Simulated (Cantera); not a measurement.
Input: 1 mol PbO, 0.047 mol H2O, 0.56 mol N2, equilibrated at 1325 K and 0.340 bar.

These are equilibrium values from Cantera (NASA tables, ideal gas, pure condensed phases), not measurements of a reactor. Candidate condensed phases: H2O, Pb, PbO, PbO2, Pb3O4; 27 gas species. Gases not in the tables: (PbO)n polymers. Rates play no part.

Q: What is the equilibrium state?

A: 
| Quantity | Value |
|---|---|
| x(N2) | 0.920 |
| x(H2O) | 0.0772 |
| x(PbO) | 0.00203 |
| x(Pb) | 0.000349 |
| x(O2) | 0.000167 |
| x(NO) | 1.42e-5 |
| x(OH) | 2.70e-6 |
| x(H2) | 1.37e-6 |
| n(PbO(l)) | 0.999 mol |
| gas amount | 0.6086 mol |
| log10 activity of Pb(l) (absent) | -1.48 |
